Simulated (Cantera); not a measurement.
Mixture: CO : H2 : O2 : N2 = 1 : 0.13 : 0.471 : 1.22 (molar parts), equivalence ratio 1.2, at 7.40 bar, adiabatic and at constant pressure. Ignition delay is the time to a rise of 400 K.

Model: GRI-Mech 3.0 (53 species, 325 reactions), integrated in Cantera. The hydrogen kinetics of GRI-Mech 3.0 are dated; newer H2 mechanisms differ, most at raised pressure. Below about 950 K walls govern HO2 and H2O2 in real vessels.

```json
[
 {"quantity": "delay at 875 K", "before": "82.1 ms", "after": "0.180 s"},
 {"quantity": "delay at 1025 K", "before": "1.23 ms", "after": "2.54 ms"},
 {"quantity": "delay at 1175 K", "before": "38.2 µs", "after": "41.0 µs"},
 {"quantity": "delay at 1325 K", "before": "8.07 µs", "after": "7.01 µs"},
 {"quantity": "apparent activation energy between 1250 and 1400 K", "before": "91 kJ/mol", "after": "92 kJ/mol"}
]
```

Question: Which change was made?
A) constant volume in place of constant pressure
B) pressure from 7.40 bar to 1.70 bar
C) CO 1 to 0.31 parts
D) pressure from 7.40 bar to 4.90 bar

Answer: C, CO 1 to 0.31 parts
